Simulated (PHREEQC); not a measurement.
Dissolve 0.29 mol/kgw HF, 4.3e-05 mol/kgw NH4F and 6.7e-07 mol/kgw H4SiO4 at 25 °C. Closed to the air; pH follows from the charge balance.

The numbers come from PHREEQC with the ion-association model, phreeqc.dat.

Each row changes one thing in this solution. This is a speciation only: nothing precipitates in the calculation.

| case | pH | ionic strength (mol/kgw) | HF (mol/kgw) | F- (mol/kgw) | SI of Quartz (SiO2) |
|---|---|---|---|---|---|
| as made | 1.73 | 0.0212 | 0.258 | 0.0107 | -13.50 |
| 0.18 mol/kgw HBr added | 0.83 | 0.184 | 0.284 | 0.00188 | -12.34 |
| NH4F left out | 1.73 | 0.0212 | 0.258 | 0.0106 | -13.50 |
| diluted 2-fold with water | 1.94 | 0.0126 | 0.128 | 0.00845 | -12.36 |
| temperature from 25 to 85 °C | 1.96 | 0.0123 | 0.271 | 0.00573 | -9.70 |
| HF left out | 6.75 | 4.31e-5 | 1.15e-8 | 4.30e-5 | -2.19 |
| H4SiO4 from 6.7e-07 to 6.03e-07 mol/kgw | 1.73 | 0.0212 | 0.258 | 0.0107 | -13.54 |

Complexes and solids missing from the database can't appear. At this temperature some constants are extrapolated from 25 °C, and those without enthalpy data are left unchanged. SiF6-2 is the database's only silicon fluoride.
